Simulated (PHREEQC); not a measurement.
Dissolve 3.4 mol K2CO3 and 0.17 mol NaCl per kg of water at 25 °C. Closed to the air; pH follows from the charge balance.

All values are PHREEQC results (Pitzer model, pitzer.dat), not measurements.

Question: The ionic strength comes out as 10.4 mol/kgw. What activity coefficients do K+, CO3-2, OH-, Na+, HCO3- get?

Answer: K+ 0.50, CO3-2 0.23, OH- 4.8, Na+ 0.24, HCO3- 0.42. Single-ion values are on the MacInnes scale.

No solid was allowed to form. Species that the database lacks are ignored. In brines, pH and single-ion activities rest on the MacInnes convention.
